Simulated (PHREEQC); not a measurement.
## Reverse-osmosis permeate (model solution)

Synthetic water in mg/L, 30 °C, pH 6.83, pe 9.5:

| constituent | mg/L |
|---|---|
| Na | 4.97 |
| K | 0.187 |
| Ca | 8.17 |
| Mg | 0.82 |
| Cl | 20.4 |
| S(6) as SO4 | 4.69 |
| Alkalinity as HCO3 | 1.68 |
| F | 0.00403 |
| Li | 0.00625 |
| N(5) as NO3 | 0.00463 |

Valence states are taken as typed.

Computed with PHREEQC (ion-association model, phreeqc.dat).

```
Quantity                         Value
--------------------  ----------------
ionic strength        0.000979 mol/kgw
charge-balance error            -0.3 %
```

```json
[
 {"species": "Cl-", "molality": "0.000575", "activity": "0.000555", "log γ": "-0.015"},
 {"species": "Na+", "molality": "0.000216", "activity": "0.000209", "log γ": "-0.015"},
 {"species": "Ca+2", "molality": "0.000202", "activity": "0.000176", "log γ": "-0.061"},
 {"species": "SO4-2", "molality": "4.71e-5", "activity": "4.09e-5", "log γ": "-0.061"},
 {"species": "Mg+2", "molality": "3.34e-5", "activity": "2.90e-5", "log γ": "-0.061"},
 {"species": "HCO3-", "molality": "2.75e-5", "activity": "2.65e-5", "log γ": "-0.015"},
 {"species": "CO2", "molality": "8.35e-6", "activity": "8.35e-6", "log γ": "0.000"},
 {"species": "K+", "molality": "4.78e-6", "activity": "4.61e-6", "log γ": "-0.016"},
 {"species": "CaSO4", "molality": "1.33e-6", "activity": "1.33e-6", "log γ": "0.000"},
 {"species": "Li+", "molality": "9.01e-7", "activity": "8.70e-7", "log γ": "-0.015"},
 {"species": "MgSO4", "molality": "3.16e-7", "activity": "3.16e-7", "log γ": "0.000"}
]
```

No solid was allowed to form. Complexes and solids missing from the database can't appear.
